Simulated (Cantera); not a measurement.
# Stirred combustor or abatement burner

A perfectly stirred reactor is fed with 4.70 % CH₄, 20.0 % O₂, 75.3 % N₂, at 9.87 atm; it is adiabatic with a 550 K inlet, and is followed from long to short residence time, starting on the burning branch (τ in s: 0.19, 0.064, 0.021, 0.0071, 0.0024, 0.00079, 0.00026, 8.8e-05, 2.9e-05).

Cantera simulation using GRI-Mech 3.0 (53 species, 325 reactions); the numbers are that mechanism's predictions, not measurements.

```csv
τ (s),T (K),x CH₄,x O₂,x HCN,x CH₂,x CH₂O
0.19,1624,6.14e-6,0.106,9.12e-10,1.31e-9,5.64e-7
0.064,1623,1.46e-5,0.106,1.36e-9,3.89e-9,1.36e-6
0.021,1621,3.49e-5,0.106,2.25e-9,1.15e-8,3.34e-6
0.0071,1615,8.39e-5,0.107,3.67e-9,3.17e-8,8.33e-6
0.0024,1599,0.000231,0.108,5.11e-9,7.74e-8,2.42e-5
0.00079,550,0.0470,0.200,<1e-12,<1e-12,<1e-12
0.00026,550,0.0470,0.200,<1e-12,<1e-12,<1e-12
8.8e-5,550,0.0470,0.200,<1e-12,<1e-12,<1e-12
2.9e-5,550,0.0470,0.200,<1e-12,<1e-12,<1e-12
```
x: mole fraction; the columns are a selection and need not sum to one.
